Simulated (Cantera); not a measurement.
A freely propagating, adiabatic, planar premixed flame of CH4 : O2 : N2 = 1 : 2.67 : 8.53 (molar parts), equivalence ratio 0.75, unburnt at 600 K and 225 Torr; multicomponent+Soret transport, grid criteria slope 0.08 and curve 0.16, no radiation.

Computed with Cantera and GRI-Mech 3.0 (53 species, 325 reactions). Burning velocities carry a grid error of a few per cent, more on coarse grids.

### Question
Predict: laminar burning velocity; thermal thickness; peak x(C2H4); peak x(H2O2); peak x(CH3); peak x(C2H).

### Answer
```
Quantity                     Value
------------------------  --------
laminar burning velocity  169 cm/s
thermal thickness         0.911 mm
peak x(C2H4)              0.000249
peak x(H2O2)               5.26e-6
peak x(CH3)                0.00233
peak x(C2H)                6.05e-8
```
